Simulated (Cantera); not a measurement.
Feed: 1 mol SiC, 4.5 mol CO₂, 8.4 mol H₂, at 0.133 bar.

These are equilibrium values from Cantera (NASA tables, ideal gas, pure condensed phases), not measurements of a reactor. Candidate condensed phases: C, C₆H₆, C₇H₈, C₈H₁₈, H₂O, Si, SiC, SiO₂; 123 gas species. The tables hold silica as quartz up to 1696 K and as liquid above; real silica turns to tridymite and cristobalite and melts near 1996 K. Gases not in the tables: Si(OH)₄. Rates play no part.

Q: At 1600 K, list the 5 most abundant gas species with their mole fractions, and the condensed phases.

A: H₂ 0.517, CO 0.375, H₂O 0.0870, CO₂ 0.0210, H 0.000107. Condensed: SiO₂(β-quartz).
